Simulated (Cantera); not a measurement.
Charge: 1 mol S, 9.2 mol H2O, 0.24 mol H2, held at 10000 Pa.

Cantera equilibrium calculation (NASA polynomials, part measured and part estimated; ideal gas, pure solids and liquids). Candidate condensed phases: H2O, H2SO4, S; 19 gas species. Gases not in the tables: S3 to S7. Rates play no part.

x: gas mole fraction; nothing condenses.

| T (°C) | x H2O | x H2S | x SO2 | x S2 | x S8 | x H2 | x S2O |
|---|---|---|---|---|---|---|---|
| 302 | 0.914 | 0.0635 | 0.0193 | [?] | 0.00237 | 1.87e-5 | 3.35e-5 |
| 327 | 0.903 | 0.0712 | 0.0232 | [?] | 0.000688 | 3.39e-5 | 5.44e-5 |
| 352 | 0.900 | 0.0734 | 0.0243 | [?] | 0.000102 | 5.98e-5 | 6.91e-5 |
| 377 | 0.900 | 0.0731 | 0.0242 | [?] | 1.29e-5 | 0.000102 | 7.92e-5 |
| 402 | 0.900 | 0.0723 | 0.0238 | [?] | 1.78e-6 | 0.000168 | 8.84e-5 |
| 427 | 0.901 | 0.0715 | 0.0234 | [?] | 2.77e-7 | 0.000267 | 9.72e-5 |
| 452 | 0.901 | 0.0705 | 0.0230 | [?] | 4.85e-8 | 0.000411 | 0.000106 |
| 477 | 0.902 | 0.0694 | 0.0226 | [?] | 9.41e-9 | 0.000616 | 0.000114 |

**Question.** Some entries are withheld; supply them.

**Answer.** 
- 302, x S2: 0.000886
- 327, x S2: 0.00157
- 352, x S2: 0.00219
- 377, x S2: 0.00274
- 402, x S2: 0.00333
- 427, x S2: 0.00396
- 452, x S2: 0.00463
- 477, x S2: 0.00534
